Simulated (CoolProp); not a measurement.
Properties of the fluoroketone C6F12O (FK-5-1-12) at several states (Tc = 441.8 K, pc = 18.69 bar, ω = 0.471).

Values from CoolProp's reference Helmholtz-energy equation of state, McLinden 2015.

```
T (K)  p (bar)   phase  expansivity (1/kK)  fugacity coefficient
-----  -------  ------  ------------------  --------------------
221.6     41.5  liquid                   ?             0.0001281
224.2     0.65  liquid                   ?                     ?
211.6     11.3  liquid               1.444             0.0001377
275.2     86.2  liquid                   ?              0.003209
```

Fill in the missing entries.


- 221.6, expansivity (1/kK): 1.430
- 224.2, expansivity (1/kK): 1.485
- 224.2, fugacity coefficient: 0.006997
- 275.2, expansivity (1/kK): 1.512
